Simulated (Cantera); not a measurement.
A perfectly stirred reactor is fed with C3H8 : H2 = 1 : 18 (molar parts), at 10.00 Torr; it is held at 1300 K, and followed from long to short residence time.

Computed with Cantera and GRI-Mech 3.0 (53 species, 325 reactions). GRI-Mech 3.0 was tuned for natural gas; its chemistry of propane as a main component is partial and can be far from experiment. GRI-Mech 3.0 stops at C3 and has no aromatics, soot or wall deposition, so with more carbon than oxygen in the feed, carbon stays in small species such as C2H2 where larger ones or solid carbon would form. Radical loss at walls, strong at low pressure, is not modelled.

Q: Predict: x(C3H8) at τ = 8.90 s; x(H2) at τ = 8.90 s; x(C2H4) at τ = 8.90 s; x(C2H) at τ = 8.90 s; x(CH2) at τ = 8.90 s; x(C3H8) at τ = 45.0 ms; x(H2) at τ = 45.0 ms; x(C2H4) at τ = 45.0 ms; x(C2H) at τ = 45.0 ms; x(CH2) at τ = 45.0 ms.

A: 
- x(C3H8) at τ = 8.90 s = 6.67e-5
- x(H2) at τ = 8.90 s = 0.906
- x(C2H4) at τ = 8.90 s = 0.00430
- x(C2H) at τ = 8.90 s = 1.57e-9
- x(CH2) at τ = 8.90 s = 3.16e-9
- x(C3H8) at τ = 45.0 ms = 0.00402
- x(H2) at τ = 45.0 ms = 0.903
- x(C2H4) at τ = 45.0 ms = 0.0345
- x(C2H) at τ = 45.0 ms = 1.26e-9
- x(CH2) at τ = 45.0 ms = 5.63e-8
